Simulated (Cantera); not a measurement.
Cantera run, input and output.

```python
import numpy as np
import cantera as ct

gas = ct.Solution("h2o2.yaml")
gas.TPX = 1198, 2666, {'H2': 0.13, 'O2': 1}
reactor = ct.IdealGasConstPressureReactor(gas, energy="off", clone=False)
net = ct.ReactorNet([reactor])
net.rtol, net.atol = 1e-08, 1e-18
show = ['H2', 'O2', 'O', 'H2O2', 'H2O', 'H']
times = np.geomspace(4e-06, 300, 15)

steps = ct.SolutionArray(gas, extra=["t"])
rows = []
print(f"{'t/s':>10s}{'T/K':>9s}{'P/Pa':>11s}" + "".join(f"{s:>11s}" for s in show))
for t in times:
    while net.time < t:
        t_next = net.step()
        steps.append(gas.state, t=t_next)
    rows.append([np.interp(t, steps.t, y) for y in (steps.T, steps.P, *steps(*show).X.T)])
    print(f"{t:10.3e}{rows[-1][0]:9.1f}{rows[-1][1]:11.4g}" + "".join(f"{x:11.3e}" for x in rows[-1][2:]))
rate = np.gradient(steps.T, steps.t)
print("integrator steps:", len(steps.t))
if steps.T.max() > steps.T[0] + 200:
    print(f"time of steepest temperature rise: {steps.t[rate.argmax()]:.4e} s")
gas.TPX = 1198, 2666, {'H2': 0.13, 'O2': 1}
gas.equilibrate("TP")
print(f"equilibrium (TP): T = {gas.T:.1f} K  " + "  ".join(f"{s} {gas[s].X[0]:.3e}" for s in show))
```

Output:

```
       t/s      T/K       P/Pa         H2         O2          O       H2O2        H2O          H
 4.000e-06   1198.0       2666  1.150e-01  8.850e-01  5.640e-11  2.643e-14  5.211e-12  6.687e-10
 1.461e-05   1198.0       2666  1.150e-01  8.850e-01  6.446e-10  3.517e-13  2.061e-10  2.188e-09
 5.334e-05   1198.0       2666  1.150e-01  8.850e-01  7.076e-09  4.691e-12  6.755e-09  9.237e-09
 1.948e-04   1198.0       2666  1.150e-01  8.850e-01  2.780e-07  6.374e-11  5.117e-07  2.663e-07
 7.113e-04   1198.0       2666  7.573e-02  8.603e-01  1.394e-02  4.925e-07  2.869e-02  1.428e-02
 2.598e-03   1198.0       2666  2.855e-03  8.308e-01  3.973e-02  3.958e-07  1.029e-01  1.783e-02
 9.486e-03   1198.0       2666  8.567e-04  8.650e-01  1.111e-02  4.151e-07  1.172e-01  2.621e-03
 3.464e-02   1198.0       2666  8.281e-05  8.764e-01  1.068e-03  2.198e-07  1.213e-01  7.714e-05
 1.265e-01   1198.0       2666  7.197e-06  8.777e-01  9.554e-05  6.739e-08  1.219e-01  2.070e-06
 4.620e-01   1198.0       2666  9.392e-07  8.779e-01  1.287e-05  1.848e-08  1.220e-01  1.024e-07
 1.687e+00   1198.0       2666  1.714e-07  8.779e-01  2.400e-06  5.047e-09  1.220e-01  8.244e-09
 6.160e+00   1198.0       2666  3.888e-08  8.779e-01  5.509e-07  1.429e-09  1.221e-01  9.069e-10
 2.250e+01   1198.0       2666  1.265e-08  8.779e-01  1.796e-07  5.418e-10  1.221e-01  1.699e-10
 8.215e+01   1198.0       2666  9.797e-09  8.779e-01  1.389e-07  4.397e-10  1.221e-01  1.161e-10
 3.000e+02   1198.0       2666  9.789e-09  8.779e-01  1.387e-07  4.394e-10  1.221e-01  1.160e-10
integrator steps: 2219
equilibrium (TP): T = 1198.0 K  H2 9.789e-09  O2 8.779e-01  O 1.387e-07  H2O2 4.394e-10  H2O 1.221e-01  H 1.160e-10
```

Detailed kinetics in Cantera: the H2/O2 subset of GRI-Mech 3.0, which has no nitrogen chemistry. Radical loss at walls, strong at low pressure, is not modelled. The temperature is held fixed by assumption; the heat of reaction is taken as removed at once.
